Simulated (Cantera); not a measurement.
Mixture: CH4 : O2 : N2 = 1 : 5 : 18.8 (molar parts), equivalence ratio 0.40, at 1.70 bar, adiabatic and at constant volume. Ignition delay is the time to a rise of 400 K.

Detailed kinetics in Cantera: GRI-Mech 3.0 (53 species, 325 reactions).

Question: What does this change do: CH4 1 to 0.71 parts?

Answer: 
| quantity | before | after |
|---|---|---|
| delay at 1025 K | 0.257 s | 0.223 s |
| delay at 1125 K | 51.8 ms | 44.4 ms |
| delay at 1225 K | 12.4 ms | 10.6 ms |
| delay at 1325 K | 3.47 ms | 3.03 ms |
| apparent activation energy between 1275 and 1375 K | 170 kJ/mol | 170 kJ/mol |
